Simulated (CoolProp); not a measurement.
Hexamethyldisiloxane (MM) along the isotherm 389.5 K: Z from the reference equation and from simpler models built on Tc = 518.7 K, pc = 1931 kPa, ω = 0.418; each cubic takes its own stable root.

Computed with CoolProp (reference Helmholtz-energy equation of state, Thol 2016).

| p (kPa) | phase | reference |
|---|---|---|
| 3.05 | gas | 0.9985 |
| 4.61 | gas | 0.9977 |
| 6.95 | gas | 0.9965 |
| 10.5 | gas | 0.9947 |
| 15.8 | gas | 0.9920 |
| 23.9 | gas | 0.9878 |
| 36 | gas | 0.9815 |
| 54.3 | gas | 0.9719 |
| 81.9 | gas | 0.9569 |
| 124 | gas | 0.9332 |
| 186 | liquid | 0.01423 |
| 281 | liquid | 0.02149 |
| 424 | liquid | 0.03240 |
| 640 | liquid | 0.04884 |
| 966 | liquid | 0.07359 |

Problem. How far does each simpler model (Redlich-Kwong, Peng-Robinson) lie from the reference over these 15 states: mean and median of the absolute difference, and the worst?

Solution. 
- Redlich-Kwong: mean 694.0 %, median 0.7 %, worst +6378.6 % at 389.5 K and 186 kPa
- Peng-Robinson: mean 1.8 %, median 0.1 %, worst -5.4 % at 389.5 K and 966 kPa

At some of these states Redlich-Kwong gives the other phase, because its saturation line lies elsewhere.
